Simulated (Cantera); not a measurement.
An adiabatic, constant-volume homogeneous reactor starts with CO : H2 : O2 : N2 = 1 : 0.64 : 2.48 : 9.34 (molar parts), equivalence ratio 0.33, at 1475 K and 1.10 bar. Integrator tolerance rtol = 1e-08.

Model: GRI-Mech 3.0 (53 species, 325 reactions), integrated in Cantera.

Task: What does this change do: pressure from 1.10 bar to 17.0 bar?

Result: 
```json
[
 {"quantity": "time of steepest temperature rise", "before": "23.8 µs", "after": "2.15 µs"},
 {"quantity": "temperature at 2.00 s", "before": "2444 K", "after": "2498 K"},
 {"quantity": "equilibrium temperature", "before": "2444 K", "after": "2498 K"},
 {"quantity": "x(CO) at 2.00 s", "before": "0.00443 (gas-phase equilibrium 0.00443)", "after": "0.00156 (gas-phase equilibrium 0.00156)"},
 {"quantity": "x(H2) at 2.00 s", "before": "0.000461 (gas-phase equilibrium 0.000461)", "after": "0.000158 (gas-phase equilibrium 0.000158)"},
 {"quantity": "x(O2) at 2.00 s", "before": "0.122 (gas-phase equilibrium 0.122)", "after": "0.122 (gas-phase equilibrium 0.122)"},
 {"quantity": "x(HO2) at 2.00 s", "before": "6.43e-6 (gas-phase equilibrium 6.43e-6)", "after": "1.50e-5 (gas-phase equilibrium 1.50e-5)"},
 {"quantity": "x(O) at 2.00 s", "before": "0.00294 (gas-phase equilibrium 0.00294)", "after": "0.000967 (gas-phase equilibrium 0.000967)"},
 {"quantity": "x(H2O2) at 2.00 s", "before": "1.33e-7 (gas-phase equilibrium 1.33e-7)", "after": "6.17e-7 (gas-phase equilibrium 6.17e-7)"},
 {"quantity": "x(H2O) at 2.00 s", "before": "0.0466 (gas-phase equilibrium 0.0466)", "after": "0.0484 (gas-phase equilibrium 0.0484)"}
]
```
The hydrogen kinetics of GRI-Mech 3.0 are dated; newer H2 mechanisms differ, most at raised pressure. The pressure lies above the range GRI-Mech 3.0 was tuned for (to about 10 atm).

Task: What does this change do: initial temperature 1475 to 1350 K?

Result: 
| quantity | before | after |
|---|---|---|
| time of steepest temperature rise | 23.8 µs | 36.0 µs |
| temperature at 2.00 s | 2444 K | 2369 K |
| equilibrium temperature | 2444 K | 2369 K |
| x(CO) at 2.00 s | 0.00443 (gas-phase equilibrium 0.00443) | 0.00285 (gas-phase equilibrium 0.00285) |
| x(H2) at 2.00 s | 0.000461 (gas-phase equilibrium 0.000461) | 0.000308 (gas-phase equilibrium 0.000308) |
| x(O2) at 2.00 s | 0.122 (gas-phase equilibrium 0.122) | 0.124 (gas-phase equilibrium 0.124) |
| x(HO2) at 2.00 s | 6.43e-6 (gas-phase equilibrium 6.43e-6) | 5.38e-6 (gas-phase equilibrium 5.38e-6) |
| x(O) at 2.00 s | 0.00294 (gas-phase equilibrium 0.00294) | 0.00192 (gas-phase equilibrium 0.00192) |
| x(H2O2) at 2.00 s | 1.33e-7 (gas-phase equilibrium 1.33e-7) | 1.18e-7 (gas-phase equilibrium 1.18e-7) |
| x(H2O) at 2.00 s | 0.0466 (gas-phase equilibrium 0.0466) | 0.0476 (gas-phase equilibrium 0.0476) |
